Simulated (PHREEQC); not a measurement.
A solution holds 0.2 mol CuSO4 and 0.0026 mol KCl per kg of water, at 25 °C. Closed to the air; pH follows from the charge balance.

The numbers come from PHREEQC with the ion-association model, phreeqc.dat.

- pH = 4.43
- ionic strength = 0.384 mol/kgw
- specific conductance = 14200 µS/cm
- density = 1.028 g/cm³

| species | molality | activity | log γ |
|---|---|---|---|
| CuSO4 | 0.104 | 0.114 | 0.038 |
| Cu+2 | 0.0953 | 0.0257 | -0.569 |
| SO4-2 | 0.0952 | 0.0217 | -0.642 |
| Cl- | 0.00243 | 0.00162 | -0.175 |
| K+ | 0.00228 | 0.00151 | -0.179 |
| KSO4- | 0.000325 | 0.000230 | -0.151 |
| CuCl+ | 0.000168 | 0.000112 | -0.174 |
| HSO4- | 0.000108 | 7.87e-5 | -0.136 |

Precipitation was switched off in this run.
